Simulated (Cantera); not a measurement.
What does this Cantera script print?

```python
import numpy as np
import cantera as ct

gas = ct.Solution("gri30.yaml")
gas.TPX = 1350, 500000, {'CO': 1.8, 'H2': 0.46, 'CH4': 0.084, 'O2': 0.408, 'N2': 1.53}
reactor = ct.IdealGasConstPressureReactor(gas, energy="on", clone=False)
net = ct.ReactorNet([reactor])
net.rtol, net.atol = 1e-08, 1e-16
show = ['CO', 'H2', 'CH4', 'HO2', 'C2H2', 'NO']
times = np.geomspace(2e-06, 5, 12)

steps = ct.SolutionArray(gas, extra=["t"])
rows = []
print(f"{'t/s':>10s}{'T/K':>9s}{'P/Pa':>11s}" + "".join(f"{s:>11s}" for s in show))
for t in times:
    while net.time < t:
        t_next = net.step()
        steps.append(gas.state, t=t_next)
    rows.append([np.interp(t, steps.t, y) for y in (steps.T, steps.P, *steps(*show).X.T)])
    print(f"{t:10.3e}{rows[-1][0]:9.1f}{rows[-1][1]:11.4g}" + "".join(f"{x:11.3e}" for x in rows[-1][2:]))
rate = np.gradient(steps.T, steps.t)
print("integrator steps:", len(steps.t))
if steps.T.max() > steps.T[0] + 200:
    print(f"time of steepest temperature rise: {steps.t[rate.argmax()]:.4e} s")
gas.TPX = 1350, 500000, {'CO': 1.8, 'H2': 0.46, 'CH4': 0.084, 'O2': 0.408, 'N2': 1.53}
gas.equilibrate("HP")
print(f"equilibrium (HP): T = {gas.T:.1f} K  " + "  ".join(f"{s} {gas[s].X[0]:.3e}" for s in show))
```

Result:

```
       t/s      T/K       P/Pa         CO         H2        CH4        HO2       C2H2         NO
 2.000e-06   1350.0      5e+05  4.204e-01  1.074e-01  1.962e-02  2.834e-07  2.303e-17  3.046e-16
 7.632e-06   1350.7      5e+05  4.203e-01  1.073e-01  1.954e-02  2.527e-05  1.679e-12  1.865e-12
 2.913e-05   2337.7      5e+05  3.681e-01  5.733e-02  9.270e-12  1.472e-06  1.383e-14  2.227e-05
 1.112e-04   2542.4      5e+05  3.763e-01  6.121e-02  3.754e-11  5.282e-08  3.312e-13  4.496e-05
 4.242e-04   2552.8      5e+05  3.768e-01  6.148e-02  6.350e-11  2.740e-08  5.578e-13  5.824e-05
 1.619e-03   2552.5      5e+05  3.768e-01  6.150e-02  6.377e-11  2.728e-08  5.599e-13  9.935e-05
 6.178e-03   2551.9      5e+05  3.768e-01  6.153e-02  6.428e-11  2.709e-08  5.639e-13  1.759e-04
 2.357e-02   2551.7      5e+05  3.768e-01  6.153e-02  6.441e-11  2.705e-08  5.650e-13  1.930e-04
 8.997e-02   2551.7      5e+05  3.768e-01  6.153e-02  6.441e-11  2.705e-08  5.650e-13  1.930e-04
 3.433e-01   2551.7      5e+05  3.768e-01  6.153e-02  6.441e-11  2.705e-08  5.650e-13  1.930e-04
 1.310e+00   2551.7      5e+05  3.768e-01  6.153e-02  6.441e-11  2.705e-08  5.650e-13  1.930e-04
 5.000e+00   2551.7      5e+05  3.768e-01  6.153e-02  6.441e-11  2.705e-08  5.650e-13  1.930e-04
integrator steps: 1595
time of steepest temperature rise: 2.1835e-05 s
equilibrium (HP): T = 2551.7 K  CO 3.768e-01  H2 6.153e-02  CH4 7.036e-11  HO2 2.705e-08  C2H2 5.992e-13  NO 1.930e-04
```

Computed with Cantera and GRI-Mech 3.0 (53 species, 325 reactions).
